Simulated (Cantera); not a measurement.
A Cantera script and its output.

```python
import numpy as np
import cantera as ct

gas = ct.Solution("gri30.yaml")


def delay(T, t_max=10):
    gas.TPX = T, 37000, {'C3H8': 1, 'O2': 5.95, 'N2': 22.4}
    reactor = ct.IdealGasConstPressureReactor(gas, clone=False)
    net = ct.ReactorNet([reactor])
    net.rtol, net.atol = 1e-8, 1e-16
    while net.time < t_max:
        t_old, T_old = net.time, reactor.T
        net.step()
        if reactor.T > T + 400:  # ignition: a rise of 400 K
            return t_old + (T + 400 - T_old) / (reactor.T - T_old) * (net.time - t_old)
    return np.nan


taus = []
for T in [1025, 1100, 1175, 1250, 1325, 1400, 1475, 1550, 1625]:
    taus.append(delay(T))
    print(f"T0 = {T:6g} K   tau = {taus[-1]:.4e} s")
```

Result:

```
T0 =   1025 K   tau = 5.8698e-01 s
T0 =   1100 K   tau = 8.9681e-02 s
T0 =   1175 K   tau = 1.6070e-02 s
T0 =   1250 K   tau = 3.6392e-03 s
T0 =   1325 K   tau = 1.0656e-03 s
T0 =   1400 K   tau = 3.9843e-04 s
T0 =   1475 K   tau = 1.8410e-04 s
T0 =   1550 K   tau = 1.0071e-04 s
T0 =   1625 K   tau = 6.2540e-05 s
```

Model: GRI-Mech 3.0 (53 species, 325 reactions), integrated in Cantera. GRI-Mech 3.0 was tuned for natural gas; its chemistry of propane as a main component is partial and can be far from experiment.
